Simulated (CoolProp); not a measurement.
Computed with CoolProp (reference Helmholtz-energy equation of state, Wu 2012).

Q: Give the vapour pressure (MPa), vapour density (kg/m³), enthalpy of vaporisation (kJ/kg) of saturated fluoroethane (R161) at 267.2, 286.4, 292.7 K.

A: 
```
T (K)  p (MPa)  vapour density (kg/m³)  enthalpy of vaporisation (kJ/kg)
-----  -------  ----------------------  --------------------------------
267.2    0.357                    8.44                               387
286.4    0.661                    15.4                               359
292.7    0.794                    18.4                               349
```
